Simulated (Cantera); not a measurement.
Feed: 1 mol Si₂Cl₆, 3.7 mol NH₃, 0.13 mol H₂, at 1325 K and 0.420 bar.

Method: chemical equilibrium by Gibbs-energy minimisation in Cantera with the NASA 1993 tables (ideal gas, pure condensed phases). The feed counts by its element totals alone. The tables' values for SiCl₃ are old estimates; treat these amounts as uncertain. Kinetics and transport are ignored.

```
species          before     after
-------------  --------  --------
HCl               0.406     0.438
H₂                0.425     0.380
N₂                0.102     0.105
SiCl₂          0.000839    0.0496
SiCl₄            0.0597    0.0146
SiCl₃           0.00304    0.0116
Cl              1.32e-6   2.67e-5
H               1.65e-6   2.76e-5
SiH₂Cl₂         2.46e-5   4.13e-6
SiHCl₃          0.00320  0.000649
Si₃N₄(s), mol     0.466     0.425
```
Gas species are given as mole fractions.

Q: What was changed between the two runs?
A. pressure from 0.420 bar to 1.33 mbar
B. temperature from 1325 K to 1173 K
C. H₂ from 0.13 to 22 mol
D. temperature from 1325 K to 873.15 K

A: A, pressure from 0.420 bar to 1.33 mbar
